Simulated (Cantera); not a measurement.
Catalytic combustion on Pt

An isothermal plug-flow reactor at 1000 K and 21000 Pa (inlet), inlet velocity 0.33 m/s, active area per volume 100 1/m; feed 0.291 % CO, 3.88 % O2, 95.8 % N2, equivalence ratio 0.037.

Detailed kinetics in Cantera: Deutschmann's 1995 Pt surface mechanism with GRI-Mech 3.0 gas chemistry. Catalytic surfaces can have several steady states; this one follows from the mechanism file's or the stated starting coverage. Mass transfer to the wall is taken as infinitely fast.

```csv
z (m),x CO,x O2,x H2O,x CO2,θ free Pt,θ O*
4.2e-05,0.00110,0.0379,<1e-12,0.00181,0.391,0.609
9e-05,0.000564,0.0377,<1e-12,0.00235,0.363,0.637
0.00019,0.000161,0.0375,<1e-12,0.00275,0.348,0.652
0.00042,1.03e-5,0.0374,<1e-12,0.00291,0.343,0.657
0.0009,3.51e-8,0.0374,<1e-12,0.00292,0.343,0.657
0.0019,<1e-12,0.0374,<1e-12,0.00292,0.343,0.657
0.0042,<1e-12,0.0374,<1e-12,0.00292,0.343,0.657
```
x: gas mole fraction; θ: surface coverage.
